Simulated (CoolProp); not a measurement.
The numbers come from the reference Helmholtz-energy equation of state, Jacobsen 1992 in CoolProp.

**Question.** For R11, give the phase and the viscosity (µPa s), conductivity (mW/(m K)) at 120.55 °C and 101 kPa.

**Answer.** 
- 120.55 °C and 101 kPa: gas; viscosity 13.6, conductivity 12.4

Viscosity comes from a separate model (Klein 1997), an estimate that may be off by 10 % or more. Thermal conductivity comes from a separate model (McLinden 2000), an estimate that may be off by 10 % or more.
